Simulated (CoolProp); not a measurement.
Vapour-liquid equilibrium of R1234yf (1) + R152A (2) at 802 kPa; x and y are mole fractions of (1).

The numbers come from the multi-fluid Helmholtz-energy mixture model, Lemmon 2022 and Outcalt 1996; pair parameters Bell 2023 in CoolProp.

```
x     bubble temperature (°C)  y at the bubble point  dew temperature at overall composition x (°C)  liquid density (mol/L)
----  -----------------------  ---------------------  ---------------------------------------------  ----------------------
0.05                     34.5                  0.067                                           34.7                   12.95
0.2                      32.7                  0.238                                           33.0                   12.23
0.35                     31.5                  0.384                                           31.7                   11.57
0.5                      30.8                  0.520                                           30.9                   10.98
0.65                     30.5                  0.655                                           30.5                   10.45
0.8                      30.5                  0.797                                           30.5                   9.962
0.95                     30.7                  0.948                                           30.7                   9.520
```

y crosses x between x = 0.65 and 0.8: the model has an azeotrope there.

The pair parameters rest on a limited set of measurements; away from them the model extrapolates.
